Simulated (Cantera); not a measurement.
Input: 1 mol Cu2O, 2.2 mol CH4, 2.2 mol N2, at 1698 K and 0.00133 bar.

Method: chemical equilibrium by Gibbs-energy minimisation in Cantera with the NASA 1993 tables (ideal gas, pure condensed phases). Candidate condensed phases: C, C6H6, C7H8, C8H18, Cu, CuO, Cu(OH)2, Cu2O, H2O; 139 gas species. The numbers say what is thermodynamically allowed, not how fast it happens.

Base state: H2 0.509, N2 0.255, CO 0.116, Cu 0.116, H 0.00282, HCN 0.00130, Cu2 0.000139, HNC 3.88e-5 (mole fractions); condensed: C(graphite) + Cu(l).

What changes in the equilibrium state with this change: pressure from 0.00133 bar to 0.0100 bar?


```csv
species,before,after
H2,0.509,0.568
N2,0.255,0.284
CO,0.116,0.129
Cu,0.116,0.0155
Cu2,0.000139,1.85e-5
H,0.00282,0.00109
C2H2 (acetylene),3.67e-5,4.10e-5
"C(graphite), mol",1.19,1.19
"Cu(l), mol",0.998,1.88
```

What changes in the equilibrium state with this change: temperature from 1698 K to 1975 K?


| species | before | after |
|---|---|---|
| H2 | 0.509 | 0.438 |
| N2 | 0.255 | 0.224 |
| Cu | 0.116 | 0.206 |
| H | 0.00282 | 0.0248 |
| CO | 0.116 | 0.103 |
| C2H2 (acetylene) | 3.67e-5 | 0.000284 |
| HNC | 3.88e-5 | 0.000227 |
| HCN | 0.00130 | 0.00418 |
| Cu2 | 0.000139 | 6.28e-5 |
| C(graphite), mol | 1.19 | 1.15 |
| Cu(l), mol | 0.998 | 0 |
